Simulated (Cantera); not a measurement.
Mixture: CH4 : H2 : O2 : N2 = 1 : 1.4 : 5.09 : 19.2 (molar parts), equivalence ratio 0.53, at 420000 Pa, adiabatic and at constant pressure. Ignition delay is the time to a rise of 400 K.

Model: GRI-Mech 3.0 (53 species, 325 reactions), integrated in Cantera. Below about 1000 K GRI-Mech 3.0 lacks low-temperature oxidation paths.

### Question
Predict: delay at 973 K; delay at 1023 K; delay at 1073 K; delay at 1123 K; delay at 1173 K; delay at 1223 K; apparent activation energy between 1123 and 1223 K.

### Answer
* **delay at 973 K**: 40.6 ms
* **delay at 1023 K**: 8.90 ms
* **delay at 1073 K**: 1.92 ms
* **delay at 1123 K**: 0.577 ms
* **delay at 1173 K**: 0.265 ms
* **delay at 1223 K**: 0.150 ms
* **apparent activation energy between 1123 and 1223 K**: 150 kJ/mol
